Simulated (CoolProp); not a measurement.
A closed Brayton cycle with carbon dioxide: compressor inlet 328.15 K and 10 MPa, high pressure 33.3 MPa, turbine inlet 915 K, compressor efficiency 0.89, turbine efficiency 0.93, recuperator effectiveness 0 (on enthalpy, no pinch check). Each further row changes one setting.

The numbers come from the reference Helmholtz-energy equation of state, Span 1996 in CoolProp.

```tsv
case	thermal efficiency (%)	net work (kJ/kg)	compressor to turbine work	compressor exit (K)	turbine exit (K)
as stated	18.3	124	0.31	414.4	757.0
turbine inlet 865 K	___	113	___	414.4	712.4
compressor inlet 338.15 K	___	___	0.36	437.3	757.0
high pressure 28.3 MPa	___	___	___	402.4	777.5
recuperator effectiveness 0.5	26.0	124	0.31	414.4	757.0
```

Problem. Complete the blanks.

Solution. 
- turbine inlet 865 K, thermal efficiency (%): 18.4
- turbine inlet 865 K, compressor to turbine work: 0.33
- compressor inlet 338.15 K, thermal efficiency (%): 18.0
- compressor inlet 338.15 K, net work (kJ/kg): 115
- high pressure 28.3 MPa, thermal efficiency (%): 16.1
- high pressure 28.3 MPa, net work (kJ/kg): 112
- high pressure 28.3 MPa, compressor to turbine work: 0.29
